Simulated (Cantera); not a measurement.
Input (Python, Cantera):

```python
import numpy as np
import cantera as ct

gas = ct.Solution("gri30.yaml")
gas.TPX = 1575, 1800000, {'CH4': 1, 'C2H6': 0.073, 'O2': 2.05, 'N2': 7.71, 'H2O': 1.6}
reactor = ct.IdealGasConstPressureReactor(gas, energy="on", clone=False)
net = ct.ReactorNet([reactor])
net.rtol, net.atol = 1e-08, 1e-16
show = ['CH4', 'C2H6', 'O2', 'C2H2', 'O', 'HO2']
times = np.geomspace(9e-06, 0.8, 12)

steps = ct.SolutionArray(gas, extra=["t"])
rows = []
print(f"{'t/s':>10s}{'T/K':>9s}{'P/Pa':>11s}" + "".join(f"{s:>11s}" for s in show))
for t in times:
    while net.time < t:
        t_next = net.step()
        steps.append(gas.state, t=t_next)
    rows.append([np.interp(t, steps.t, y) for y in (steps.T, steps.P, *steps(*show).X.T)])
    print(f"{t:10.3e}{rows[-1][0]:9.1f}{rows[-1][1]:11.4g}" + "".join(f"{x:11.3e}" for x in rows[-1][2:]))
rate = np.gradient(steps.T, steps.t)
print("integrator steps:", len(steps.t))
if steps.T.max() > steps.T[0] + 200:
    print(f"time of steepest temperature rise: {steps.t[rate.argmax()]:.4e} s")
gas.TPX = 1575, 1800000, {'CH4': 1, 'C2H6': 0.073, 'O2': 2.05, 'N2': 7.71, 'H2O': 1.6}
gas.equilibrate("HP")
print(f"equilibrium (HP): T = {gas.T:.1f} K  " + "  ".join(f"{s} {gas[s].X[0]:.3e}" for s in show))
```

Result:

```
       t/s      T/K       P/Pa        CH4       C2H6         O2       C2H2          O        HO2
 9.000e-06   1580.0    1.8e+06  7.868e-02  5.342e-03  1.635e-01  1.421e-06  1.042e-06  7.032e-05
 2.536e-05   1701.1    1.8e+06  5.778e-02  2.901e-03  1.429e-01  1.763e-04  1.356e-05  2.998e-04
 7.146e-05   2844.6    1.8e+06  2.861e-13  2.074e-25  6.421e-03  1.783e-16  1.226e-03  7.751e-06
 2.013e-04   2837.4    1.8e+06  3.158e-13  2.457e-25  5.824e-03  1.947e-16  1.136e-03  7.098e-06
 5.673e-04   2831.8    1.8e+06  3.407e-13  2.800e-25  5.394e-03  2.082e-16  1.070e-03  6.623e-06
 1.599e-03   2831.3    1.8e+06  3.429e-13  2.831e-25  5.359e-03  2.093e-16  1.065e-03  6.585e-06
 4.504e-03   2831.3    1.8e+06  3.429e-13  2.831e-25  5.359e-03  2.093e-16  1.065e-03  6.585e-06
 1.269e-02   2831.3    1.8e+06  3.429e-13  2.831e-25  5.359e-03  2.093e-16  1.065e-03  6.585e-06
 3.576e-02   2831.3    1.8e+06  3.429e-13  2.831e-25  5.359e-03  2.093e-16  1.065e-03  6.585e-06
 1.008e-01   2831.3    1.8e+06  3.429e-13  2.831e-25  5.359e-03  2.093e-16  1.065e-03  6.585e-06
 2.839e-01   2831.3    1.8e+06  3.429e-13  2.831e-25  5.359e-03  2.093e-16  1.065e-03  6.585e-06
 8.000e-01   2831.3    1.8e+06  3.429e-13  2.831e-25  5.359e-03  2.093e-16  1.065e-03  6.585e-06
integrator steps: 1734
time of steepest temperature rise: 3.0299e-05 s
equilibrium (HP): T = 2831.3 K  CH4 4.110e-13  C2H6 3.766e-25  O2 5.359e-03  C2H2 2.259e-16  O 1.065e-03  HO2 6.585e-06
```

Detailed kinetics in Cantera: GRI-Mech 3.0 (53 species, 325 reactions). The pressure lies above the range GRI-Mech 3.0 was tuned for (to about 10 atm).
